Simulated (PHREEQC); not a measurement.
Dissolve 0.011 mol HCl, 0.0002 mol CuSO4 and 3.9e-05 mol MnSO4 per kg of water at 25 °C. It is in equilibrium with CO2 at log p = 0 (atm). Otherwise closed; pH follows from the charge balance.

Equilibrium calculation in PHREEQC: ion-association model, phreeqc.dat.

The ionic strength comes out as 0.0117 mol/kgw. What activity coefficients do Cl-, Mn+2, H+, Cu+2, SO4-2 get?

Cl- 0.89, Mn+2 0.66, H+ 0.91, Cu+2 0.66, SO4-2 0.65.

No solid was allowed to form.
